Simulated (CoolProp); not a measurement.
The numbers come from the reference Helmholtz-energy equation of state, Guder 2009 in CoolProp.

**Question.** For sulfur hexafluoride, give the phase and the cp (kJ/(kg K)) at 74.75 °C and 0.297 bar; 74.75 °C and 7.27 bar; 74.75 °C and 93.9 bar.

**Answer.** 
- 74.75 °C and 0.297 bar: gas; cp 0.738
- 74.75 °C and 7.27 bar: gas; cp 0.758
- 74.75 °C and 93.9 bar: supercritical; cp 1.28
